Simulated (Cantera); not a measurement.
What does this Cantera script print?

```python
import numpy as np
import cantera as ct

gas_names = """
    Br2 SiBr4
""".split()
cond_names = """
    Hg(cr) Hg(L) HgBr2(s) HgBr2(L) Ba(cr) Ba(L) BaBr2(s) BaBr2(L) Si(cr) Si(L)
""".split()


# ... load() reads the species with a 1 bar reference pressure and builds the phases ...
species = {s.name: s for s in load("nasa_gas.yaml", gas_names) + load("nasa_condensed.yaml", cond_names)}
# Each term lists the table entries of one substance; the one whose range holds T is used.
reactions = {
    'Hg + Br2(g) = HgBr2':
        [(-1, ['Hg(cr)', 'Hg(L)']), (-1, ['Br2']), (1, ['HgBr2(s)', 'HgBr2(L)'])],
    'Ba + Br2(g) = BaBr2':
        [(-1, ['Ba(cr)', 'Ba(L)']), (-1, ['Br2']), (1, ['BaBr2(s)', 'BaBr2(L)'])],
    '0.5 Si + Br2(g) = 0.5 SiBr4(g)':
        [(-0.5, ['Si(cr)', 'Si(L)']), (-1, ['Br2']), (0.5, ['SiBr4'])],
}


def pick(names, T):
    return next(species[n] for n in names if species[n].thermo.min_temp <= T <= species[n].thermo.max_temp)


results = []
for label, terms in reactions.items():
    print(label)
    print("     T/K   dH/kJ  dS/(J/K)   dG/kJ   log10 K")
    for T in [300, 375, 400, 425, 450, 475, 500, 525, 550, 575, 600, 625]:
        used = [(nu, pick(names, T)) for nu, names in terms]
        dH = sum(nu * s.thermo.h(T) for nu, s in used) / 1e6
        dS = sum(nu * s.thermo.s(T) for nu, s in used) / 1e3
        dG = dH - T * dS / 1e3
        logK = -dG * 1e6 / (ct.gas_constant * T * np.log(10))
        results.append((label, T, dH, dS, dG, logK, [s.name for _, s in used]))
        print(f"{T:8g} {dH:8.1f} {dS:8.1f} {dG:8.1f} {logK:8.2f}")
```

It prints:

```
Hg + Br2(g) = HgBr2
     T/K   dH/kJ  dS/(J/K)   dG/kJ   log10 K
     300   -200.3   -151.1   -155.0    26.99
     375   -199.4   -148.4   -143.8    20.03
     400   -199.1   -147.5   -140.1    18.29
     425   -198.7   -146.6   -136.4    16.76
     450   -198.3   -145.7   -132.8    15.41
     475   -197.9   -144.9   -129.1    14.20
     500   -197.5   -144.0   -125.5    13.11
     525   -179.0   -107.9   -122.3    12.17
     550   -178.0   -106.2   -119.6    11.36
     575   -177.1   -104.5   -117.0    10.63
     600   -176.1   -102.9   -114.4     9.96
     625   -175.2   -101.3   -111.8     9.35
Ba + Br2(g) = BaBr2
     T/K   dH/kJ  dS/(J/K)   dG/kJ   log10 K
     300   -788.6   -159.2   -740.9   128.99
     375   -787.7   -156.4   -729.0   101.55
     400   -787.4   -155.6   -725.1    94.69
     425   -787.0   -154.8   -721.3    88.64
     450   -786.7   -154.1   -717.4    83.27
     475   -786.4   -153.4   -713.6    78.47
     500   -786.1   -152.7   -709.7    74.14
     525   -785.8   -152.1   -705.9    70.23
     550   -785.5   -151.5   -702.1    66.68
     575   -785.1   -150.9   -698.3    63.44
     600   -784.8   -150.4   -694.6    60.47
     625   -784.5   -149.9   -690.8    57.73
0.5 Si + Br2(g) = 0.5 SiBr4(g)
     T/K   dH/kJ  dS/(J/K)   dG/kJ   log10 K
     300   -238.6    -65.2   -219.1    38.15
     375   -238.4    -64.6   -214.2    29.84
     400   -238.4    -64.4   -212.6    27.76
     425   -238.3    -64.2   -211.0    25.93
     450   -238.2    -64.1   -209.4    24.31
     475   -238.2    -63.9   -207.8    22.85
     500   -238.1    -63.8   -206.2    21.54
     525   -238.0    -63.7   -204.6    20.36
     550   -238.0    -63.5   -203.0    19.28
     575   -237.9    -63.4   -201.4    18.30
     600   -237.8    -63.3   -199.9    17.40
     625   -237.7    -63.1   -198.3    16.57
```

Source: NASA polynomial tables (part measured, part estimated), evaluated in Cantera. Condensed species are held in their standard states even where they would react or evaporate.
